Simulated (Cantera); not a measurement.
Feed: 1 mol PbO, 1.3 mol CO, 13 mol N2, at 1375 K.

Method: chemical equilibrium by Gibbs-energy minimisation in Cantera with the NASA 1993 tables (ideal gas, pure condensed phases). Candidate condensed phases: C, Pb, PbO, PbO2, Pb3O4; 27 gas species. Rates play no part.

Problem. What share of the Pb ends up in condensed phases as a function of P (Pa), at 10, 68, 460, 3200, 22000, 150000, 1000000?

Solution. 
| P (Pa) | Pb condensed (%) | as |
|---|---|---|
| 10 | 0.0 | - |
| 68 | 0.0 | - |
| 460 | 0.0 | - |
| 3200 | 0.0 | - |
| 22000 | 56.0 | Pb(l) |
| 150000 | 93.7 | Pb(l) |
| 1000000 | 99.1 | Pb(l) |
